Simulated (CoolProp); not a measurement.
Saturated liquid density (kg/m³) of methane: the reference equation beside estimates from Tc = -82.6 °C, pc = 4599 kPa, ω = 0.011. Rackett uses Z = 0.29056 − 0.08775 ω.

Values from CoolProp's reference Helmholtz-energy equation of state, Setzmann 1991.

| T (°C) | reference | Rackett | Redlich-Kwong | Soave-Redlich-Kwong |
|---|---|---|---|---|
| -125.05 | 361.7 | 360.5 | 350.7 | 347.8 |
| -119.75 | 350.9 | 349.8 | 336.5 | 334.1 |
| -114.45 | 339.3 | ? | 321.2 | 319.2 |
| -109.05 | 326.4 | 325.5 | 304.2 | 302.6 |
| -103.75 | 312.2 | ? | 285.6 | 284.5 |
| -98.45 | 295.9 | 295.7 | 264.7 | 264.0 |
| -93.05 | 275.8 | 276.2 | 239.7 | ? |
| -87.75 | 248.9 | 250.2 | 208.3 | 208.1 |

Problem. Complete the blanks.

Solution. 
- -114.45, Rackett: 338.3
- -103.75, Rackett: 311.6
- -93.05, Soave-Redlich-Kwong: 239.3

Absolute difference from the reference over all 8 rows, mean and median: Rackett 0.3 and 0.3 %, Redlich-Kwong 8.5 and 7.7 %, Soave-Redlich-Kwong 8.9 and 8.1 %.
